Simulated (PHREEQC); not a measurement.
Consider water at 25 °C with 0.17 mol/kgw Na2HPO4. Closed to the air; pH follows from the charge balance.

Model: ion-association model, phreeqc.dat, run in PHREEQC.

This is a speciation only: nothing precipitates in the calculation.

Task: What pH does the model give?

Result: pH 9.02.

Task: In which forms is P present?

Result: HPO4-2 87 %, NaHPO4- 12 % of the P.
